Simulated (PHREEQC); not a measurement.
Make-up at 5 °C: 0.14 mol NH4HF2, 0.00025 mol H2SiF6, 0.025 mol H3PO4 and 0.001 mol HCl per kg of water. Closed to the air; pH follows from the charge balance.

Model: ion-association model, phreeqc.dat, run in PHREEQC.

Question: The ionic strength comes out as 0.143 mol/kgw. What activity coefficients do H+, F-, H2PO4-, Cl-, HPO4-2 get?

Answer: H+ 0.81, F- 0.74, H2PO4- 0.77, Cl- 0.75, HPO4-2 0.35.

No solid was allowed to form. Constants without temperature data keep their 25 °C values here. SiF6-2 is the database's only silicon fluoride.
